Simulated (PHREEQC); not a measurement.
**Alkaline etch or developer: an equilibrium model**

Dissolve 35 mmol/kgw NH3 and 11 mmol/kgw H3BO3 at 25 °C. It is in equilibrium with CO2 at log p = -1 (atm). Otherwise closed; pH follows from the charge balance.

Computed with PHREEQC (ion-association model, phreeqc.dat).

```yaml
pH: 7.29
ionic_strength: 0.0347 mol/kgw
specific_conductance: 3650 µS/cm
total_alkalinity: 35.0 meq/kg
```

| species | molality | activity | log γ |
|---|---|---|---|
| NH4+ | 0.0347 | 0.0287 | -0.082 |
| HCO3- | 0.0344 | 0.0292 | -0.071 |
| H3BO3 | 0.0109 | 0.0109 | 0.003 |
| CO2 | 0.00337 | 0.00340 | 0.003 |
| NH3 | 0.000314 | 0.000316 | 0.003 |
| H2BO3- | 0.000145 | 0.000122 | -0.075 |
| CO3-2 | 5.12e-5 | 2.65e-5 | -0.286 |

Precipitation was switched off in this run. Carbamate, which ammonia and carbonate form, is missing from the database.
